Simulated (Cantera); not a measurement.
Thermodynamics of titanium nitride, carbide and oxide coatings, feed Ti(OiPr)4 + CH4 + H2

A closed system holds: 1 mol Ti(OiPr)4, 1.1 mol CH4, 18 mol H2, at 0.000210 bar.

These are equilibrium values from Cantera (NASA tables, ideal gas, pure condensed phases), not measurements of a reactor. Candidate condensed phases: C, C6H6, C7H8, C8H18, H2O, Ti, TiC, TiO, TiO2, Ti2O3, Ti3O5, Ti4O7; 113 gas species. The feed counts by its element totals alone. TiC: taken at fixed stoichiometry. The numbers say what is thermodynamically allowed, not how fast it happens.

```json
[
 {"T (K)": "1350", "x H2": "0.895", "x H": "0.000156", "x CO": "0.105", "x C2H2 (acetylene)": "1.11e-6", "x Ti": "<1e-12", "x C2H": "<1e-12", "x C3": "<1e-12", "n C(graphite)": "8.10", "n TiC(s)": "1.00"},
 {"T (K)": "1450", "x H2": "0.895", "x H": "0.000617", "x CO": "0.105", "x C2H2 (acetylene)": "4.36e-6", "x Ti": "1.43e-12", "x C2H": "4.11e-12", "x C3": "<1e-12", "n C(graphite)": "8.10", "n TiC(s)": "1.00"},
 {"T (K)": "1550", "x H2": "0.893", "x H": "0.00205", "x CO": "0.105", "x C2H2 (acetylene)": "1.43e-5", "x Ti": "4.60e-11", "x C2H": "8.37e-11", "x C3": "<1e-12", "n C(graphite)": "8.10", "n TiC(s)": "1.00"},
 {"T (K)": "1650", "x H2": "0.890", "x H": "0.00591", "x CO": "0.104", "x C2H2 (acetylene)": "4.06e-5", "x Ti": "9.65e-10", "x C2H": "1.18e-9", "x C3": "3.64e-12", "n C(graphite)": "8.10", "n TiC(s)": "1.00"},
 {"T (K)": "1750", "x H2": "0.881", "x H": "0.0151", "x CO": "0.104", "x C2H2 (acetylene)": "0.000101", "x Ti": "1.43e-8", "x C2H": "1.22e-8", "x C3": "1.13e-10", "n C(graphite)": "8.09", "n TiC(s)": "1.000"},
 {"T (K)": "1850", "x H2": "0.862", "x H": "0.0345", "x CO": "0.103", "x C2H2 (acetylene)": "0.000226", "x Ti": "1.57e-7", "x C2H": "9.72e-8", "x C3": "2.41e-9", "n C(graphite)": "8.08", "n TiC(s)": "1.000"},
 {"T (K)": "1950", "x H2": "0.827", "x H": "0.0719", "x CO": "0.101", "x C2H2 (acetylene)": "0.000452", "x Ti": "1.35e-6", "x C2H": "6.18e-7", "x C3": "3.73e-8", "n C(graphite)": "8.06", "n TiC(s)": "1.000"},
 {"T (K)": "2050", "x H2": "0.765", "x H": "0.137", "x CO": "0.0975", "x C2H2 (acetylene)": "0.000812", "x Ti": "9.33e-6", "x C2H": "3.21e-6", "x C3": "4.39e-7", "n C(graphite)": "8.03", "n TiC(s)": "1.000"},
 {"T (K)": "2150", "x H2": "0.668", "x H": "0.238", "x CO": "0.0922", "x C2H2 (acetylene)": "0.00129", "x Ti": "5.39e-5", "x C2H": "1.38e-5", "x C3": "4.08e-6", "n C(graphite)": "7.99", "n TiC(s)": "0.998"}
]
```
x: gas mole fraction; n: condensed amount in mol.

From 1350 K to 2150 K the condensed part is C(graphite) + TiC(s).
